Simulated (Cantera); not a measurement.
Charge: 1 mol CH₃SiCl₃, 1.9 mol HCl, 50 mol H₂, 0.19 mol C₂H₄, equilibrated at 10000 Pa.

These are equilibrium values from Cantera (NASA tables, ideal gas, pure condensed phases), not measurements of a reactor. Candidate condensed phases: C, C₆H₆, C₇H₈, C₈H₁₈, Si, SiC; 109 gas species. The feed counts by its element totals alone. The tables' values for SiCl₃ are old estimates; treat these amounts as uncertain. Rates play no part. All values below are at 827 °C.

Base state: H₂ 0.912, HCl 0.0839, CH₄ 0.00298, SiCl₄ 0.00111, SiHCl₃ 0.000178, SiCl₃ 3.30e-5, SiCl₂ 1.36e-5 (mole fractions); condensed: C(graphite) + SiC(s).

Problem. What changes in the equilibrium state with this change: CH₃SiCl₃ replaced by Si(CH₃)₄?

Solution. 
```csv
species,before,after
H₂,0.912,0.964
HCl,0.0839,0.0326
CH₄,0.00298,0.00334
SiCl₄,0.00111,2.26e-5
SiCl₃,3.30e-5,1.78e-6
SiHCl₃,0.000178,9.87e-6
SiCl₂,1.36e-5,1.94e-6
"C(graphite), mol",0.290,3.19
"SiC(s), mol",0.926,0.998
```
